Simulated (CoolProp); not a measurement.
Isobutene along the isobar 17.2 bar: fugacity coefficient from the reference equation and from simpler models built on Tc = 418.1 K, pc = 40.16 bar, ω = 0.193; each cubic takes its own stable root.

Model: reference Helmholtz-energy equation of state, Lemmon 2005, in CoolProp. It is a short technical equation, of lower accuracy than the large ones.

| T (K) | phase | reference |
|---|---|---|
| 247.5 | liquid | 0.02789 |
| 260 | liquid | 0.04749 |
| 272.4 | liquid | 0.07588 |
| 284.8 | liquid | 0.1152 |
| 297.2 | liquid | 0.1673 |
| 309.6 | liquid | 0.2339 |
| 322 | liquid | 0.3159 |
| 334.4 | liquid | 0.4139 |
| 346.8 | liquid | 0.5278 |
| 359.2 | liquid | 0.6568 |
| 371.6 | gas | 0.7825 |
| 384 | gas | 0.8059 |
| 396.4 | gas | 0.8257 |
| 408.8 | gas | 0.8428 |
| 421.2 | gas | 0.8577 |
| 433.6 | gas | 0.8707 |

Question: How far does each simpler model (van der Waals, Redlich-Kwong) lie from the reference over these 16 states: mean and median of the absolute difference, and the worst?

Answer: 
- van der Waals: mean 131.8 %, median 63.8 %, worst +580.2 % at 247.5 K and 17.2 bar
- Redlich-Kwong: mean 20.9 %, median 18.8 %, worst +56.2 % at 247.5 K and 17.2 bar

At some of these states van der Waals gives the other phase, because its saturation line lies elsewhere.
